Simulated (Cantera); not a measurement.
A closed system holds: 1 mol SiF4, 4.9 mol O3, at 1798.15 K.

These are equilibrium values from Cantera (NASA tables, ideal gas, pure condensed phases), not measurements of a reactor. Candidate condensed phases: Si, SiO2; 17 gas species. The tables' values for SiF3 are old estimates; treat these amounts as uncertain. The tables hold silica as quartz up to 1696 K and as liquid above; real silica turns to tridymite and cristobalite and melts near 1996 K. Rates play no part.

Task: At 0.000850 bar, list the 4 most abundant gas species with their mole fractions, and the condensed phases.

Result: O2 0.876, SiF4 0.119, O 0.00384, F 0.000462. Condensed: SiO2(condensed).
